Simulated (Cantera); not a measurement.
C2H5OH + CO2 + H2 (carbon deposition, reforming and gasification)

Charge: 1 mol C2H5OH, 0.13 mol CO2, 7.8 mol H2, held at 1 atm.

Equilibrium computed with Cantera from the NASA thermochemical tables; the gas is ideal and each condensed phase is pure. Candidate condensed phases: C, C6H6, C7H8, C8H18, H2O; 110 gas species. The numbers say what is thermodynamically allowed, not how fast it happens.

```csv
T (K),log p H2,log p H,log p CO,log p C2H2 (acetylene),log p C2H,log p CH4,log p C4H2,n C(graphite)
1773,-0.04,-3.57,-0.98,-3.90,-9.53,-3.16,-8.16,0.859
1923,-0.04,-3.05,-0.98,-3.39,-8.24,-3.37,-7.13,0.855
2073,-0.04,-2.60,-0.98,-2.96,-7.14,-3.54,-6.26,0.840
2223,-0.05,-2.22,-0.98,-2.58,-6.19,-3.69,-5.51,0.805
2373,-0.05,-1.88,-0.98,-2.26,-5.36,-3.83,-4.86,0.736
2523,-0.06,-1.59,-0.98,-1.98,-4.63,-3.96,-4.29,0.614
2673,-0.07,-1.33,-0.99,-1.74,-3.99,-4.08,-3.80,0.417
2823,-0.10,-1.10,-0.99,-1.54,-3.43,-4.21,-3.36,0.117
2973,-0.12,-0.90,-1.00,-1.50,-3.06,-4.41,-3.25,0
```
log p: log10 of the partial pressure in bar; n: condensed amount in mol.

From 1773 K to 2823 K the condensed part is C(graphite). At 2973 K nothing is condensed. The main C-bearing gas is CO throughout. The share of C in condensed phases is highest at 1773 K (40.3 %) and lowest at 2973 K (0.0 %).
